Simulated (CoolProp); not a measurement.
Model: reference Helmholtz-energy equation of state, Zhou 2012, in CoolProp.

Question: For p-xylene, give the phase and the Joule-Thomson coefficient (K/MPa), conductivity (mW/(m K)) at 354.5 K and 44.5 bar; 378.4 K and 44.5 bar.

Answer: 
- 354.5 K and 44.5 bar: liquid; Joule-Thomson coefficient -0.400, conductivity 114
- 378.4 K and 44.5 bar: liquid; Joule-Thomson coefficient -0.363, conductivity 109

Thermal conductivity comes from a separate model (Mylona 2014).
